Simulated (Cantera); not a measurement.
An isothermal, constant-pressure homogeneous reactor starts with N₂O : N₂ = 1 : 0.47 (molar parts), at 1550 K and 6.23 Torr. Integrator tolerance rtol = 1e-08.

Computed with Cantera and GRI-Mech 3.0 (53 species, 325 reactions). GRI-Mech 3.0 was tuned for natural gas; its chemistry of N2O as a main component is partial and can be far from experiment. Radical loss at walls, strong at low pressure, is not modelled. The temperature is held fixed by assumption; the heat of reaction is taken as removed at once.

What does this change do: temperature 1550 to 1375 K?


```csv
quantity,before,after
x(N₂O) at 9.00 s,0.000437 (gas-phase equilibrium 8.91e-9),0.250 (gas-phase equilibrium 3.83e-9)
x(O) at 9.00 s,5.59e-5 (gas-phase equilibrium 4.35e-5),1.92e-5 (gas-phase equilibrium 3.54e-6)
x(NO) at 9.00 s,0.138 (gas-phase equilibrium 0.00166),0.0592 (gas-phase equilibrium 0.000675)
x(N₂) at 9.00 s,0.677 (gas-phase equilibrium 0.745),0.560 (gas-phase equilibrium 0.746)
x(NO₂) at 9.00 s,3.95e-5 (gas-phase equilibrium 7.66e-7),8.32e-6 (gas-phase equilibrium 5.47e-7)
x(O₂) at 9.00 s,0.185 (gas-phase equilibrium 0.253),0.131 (gas-phase equilibrium 0.253)
```
The mechanism lacks the step 2 NO + O2 → 2 NO2, which can matter for NO2 below about 1400 K.
